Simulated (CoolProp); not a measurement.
Computed with CoolProp (reference Helmholtz-energy equation of state, Gao 2016).

Task: For sulfur dioxide, give the phase and the cv (kJ/(kg K)) at 423.9 K and 0.0203 MPa; 286 K and 14.8 MPa.

Result: 
- 423.9 K and 0.0203 MPa: gas; cv 0.562
- 286 K and 14.8 MPa: liquid; cv 0.811
